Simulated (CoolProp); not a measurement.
Values from CoolProp's reference Helmholtz-energy equation of state, Lemmon 2006. It is a short technical equation, of lower accuracy than the large ones.

### Question
Give the vapour pressure (MPa), liquid density (kg/m³), enthalpy of vaporisation (kJ/kg), liquid cp (kJ/(kg K)) of saturated CH3F (R41) at -6.55 °C.

### Answer
```csv
T (°C),p (MPa),liquid density (kg/m³),enthalpy of vaporisation (kJ/kg),liquid cp (kJ/(kg K))
-6.55,1.70,701,352,2.51
```
